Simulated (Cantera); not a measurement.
## AlCl3 + N2 + H2 (aluminium nitride and oxide growth)

Feed: 1 mol AlCl3, 1.2 mol N2, a varied amount of H2, held at 1725 °C and 0.0100 bar.

Equilibrium computed with Cantera from the NASA thermochemical tables; the gas is ideal and each condensed phase is pure. Candidate condensed phases: Al, AlCl3, AlN, NH4Cl; 20 gas species. The tables' values for AlCl2 are old estimates; treat these amounts as uncertain. Kinetics and transport are ignored.

```tsv
n(H2) (mol)	log p H2	log p HCl	log p N2	log p AlCl	log p H	log p Cl
58	-2.04	-3.50	-3.71	-3.80	-3.81	-5.40
84	-2.03	-3.65	-3.86	-3.95	-3.81	-5.56
110	-2.02	-3.76	-3.98	-4.07	-3.81	-5.67
140	-2.02	-3.86	-4.08	-4.17	-3.80	-5.77
160	-2.02	-3.92	-4.14	-4.23	-3.80	-5.83
190	-2.02	-3.99	-4.21	-4.30	-3.80	-5.90
210	-2.02	-4.03	-4.25	-4.35	-3.80	-5.95
240	-2.01	-4.09	-4.31	-4.41	-3.80	-6.00
270	-2.01	-4.14	-4.36	-4.46	-3.80	-6.05
290	-2.01	-4.17	-4.39	-4.49	-3.80	-6.08
320	-2.01	-4.21	-4.43	-4.53	-3.80	-6.12
340	-2.01	-4.23	-4.46	-4.56	-3.80	-6.15
```
log p: log10 of the partial pressure in bar; nothing condenses.

From 58 mol H2 to 340 mol H2 nothing is condensed. The main Al-bearing gas is AlCl throughout.
